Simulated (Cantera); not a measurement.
A perfectly stirred reactor is fed with H2 : O2 : N2 = 1.5 : 1 : 2.2 (molar parts), equivalence ratio 0.75, at 13300 Pa; it is held at 750 K, and followed from long to short residence time.

Cantera simulation using GRI-Mech 3.0 (53 species, 325 reactions); the numbers are that mechanism's predictions, not measurements. Radical loss at walls, strong at low pressure, is not modelled. Below about 950 K walls govern HO2 and H2O2 in real vessels. The temperature is held fixed by assumption; the heat of reaction is taken as removed at once.

Q: What does this change do: temperature 750 to 1375 K?

A: 
| quantity | before | after |
|---|---|---|
| x(H2) at τ = 2.40 s | 0.319 | 0.000369 |
| x(O2) at τ = 2.40 s | 0.213 | 0.0632 |
| x(NO2) at τ = 2.40 s | <1e-12 | 1.20e-9 |
| x(OH) at τ = 2.40 s | <1e-12 | 0.000869 |
| x(O) at τ = 2.40 s | <1e-12 | 0.000105 |
| x(H2) at τ = 95.0 ms | 0.319 | 0.00311 |
| x(O2) at τ = 95.0 ms | 0.213 | 0.0638 |
| x(NO2) at τ = 95.0 ms | <1e-12 | 4.46e-10 |
| x(OH) at τ = 95.0 ms | <1e-12 | 0.00257 |
| x(O) at τ = 95.0 ms | <1e-12 | 0.000933 |
